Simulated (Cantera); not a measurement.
Feed: 1 mol CF4, 0.044 mol HCl, at 3227 °C and 0.130 bar.

Equilibrium computed with Cantera from the NASA thermochemical tables; the gas is ideal and each condensed phase is pure. Candidate condensed phases: C, C6H6, C7H8, C8H18; 118 gas species. Rates play no part.

Base state: F 0.796, CF 0.109, CF2 0.0292, C3 0.0265, C 0.0112, Cl 0.0107, HF 0.0102, C2 0.00605 (mole fractions); condensed: gas only.

What changes in the equilibrium state with this change: HCl from 0.044 to 0.3 mol?


| species | before | after |
|---|---|---|
| F | 0.796 | 0.700 |
| CF | 0.109 | 0.0961 |
| Cl | 0.0107 | 0.0678 |
| HF | 0.0102 | 0.0645 |
| CF2 | 0.0292 | 0.0227 |
| C3 | 0.0265 | 0.0270 |
| C | 0.0112 | 0.0113 |
| HCl | 2.79e-6 | 0.000127 |
| C2H | 7.55e-6 | 5.48e-5 |
| H | 0.000465 | 0.00333 |
| CCl | 2.86e-6 | 1.82e-5 |
The tables' values for CCl are old estimates; treat these amounts as uncertain.

What changes in the equilibrium state with this change: temperature from 3227 °C to 2552 °C?


| species | before | after |
|---|---|---|
| F | 0.796 | 0.634 |
| CF2 | 0.0292 | 0.292 |
| CF | 0.109 | 0.0185 |
| CF4 | 1.63e-6 | 0.0169 |
| C3 | 0.0265 | 1.68e-5 |
| C | 0.0112 | 2.46e-5 |
| HF | 0.0102 | 0.0148 |
| Cl | 0.0107 | 0.0148 |
| C5 | 0.000426 | 2.41e-8 |
| C4 | 0.000151 | 1.24e-8 |
| C2 | 0.00605 | 4.45e-6 |
| CF3 | 5.64e-5 | 0.00891 |
Gases not in the tables: C2F6 and larger saturated fluorocarbons.
